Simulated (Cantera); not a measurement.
Standard-state values (1 bar) from the NASA 1993 polynomials, evaluated with Cantera. Values are per mole of reaction as written; species without (g) are pure solids or liquids, kept so even where they would boil at 1 bar. TaC: taken at fixed stoichiometry.

TaC + 2 NO(g) = 2 N(g) + CO2(g) + Ta

```json
[
 {"T (K)": "2250", "ΔH° (kJ)": "[?]", "ΔS° (J/K)": "[?]", "ΔG° (kJ)": "[?]", "log10 K": "[?]"},
 {"T (K)": "2275", "ΔH° (kJ)": "[?]", "ΔS° (J/K)": "[?]", "ΔG° (kJ)": "[?]", "log10 K": "[?]"},
 {"T (K)": "2300", "ΔH° (kJ)": "520.5", "ΔS° (J/K)": "108.0", "ΔG° (kJ)": "272.1", "log10 K": "-6.18"},
 {"T (K)": "2325", "ΔH° (kJ)": "520.5", "ΔS° (J/K)": "108.0", "ΔG° (kJ)": "269.4", "log10 K": "-6.05"},
 {"T (K)": "2350", "ΔH° (kJ)": "520.5", "ΔS° (J/K)": "108.0", "ΔG° (kJ)": "266.7", "log10 K": "-5.93"},
 {"T (K)": "2375", "ΔH° (kJ)": "520.5", "ΔS° (J/K)": "108.0", "ΔG° (kJ)": "264.0", "log10 K": "-5.81"},
 {"T (K)": "2400", "ΔH° (kJ)": "[?]", "ΔS° (J/K)": "[?]", "ΔG° (kJ)": "[?]", "log10 K": "[?]"},
 {"T (K)": "2425", "ΔH° (kJ)": "520.5", "ΔS° (J/K)": "108.0", "ΔG° (kJ)": "258.6", "log10 K": "-5.57"}
]
```

Q: Some entries are withheld; supply them.

A: 
- 2250, ΔH° (kJ): 520.5
- 2250, ΔS° (J/K): 108.0
- 2250, ΔG° (kJ): 277.5
- 2250, log10 K: -6.44
- 2275, ΔH° (kJ): 520.5
- 2275, ΔS° (J/K): 108.0
- 2275, ΔG° (kJ): 274.8
- 2275, log10 K: -6.31
- 2400, ΔH° (kJ): 520.5
- 2400, ΔS° (J/K): 108.0
- 2400, ΔG° (kJ): 261.3
- 2400, log10 K: -5.69
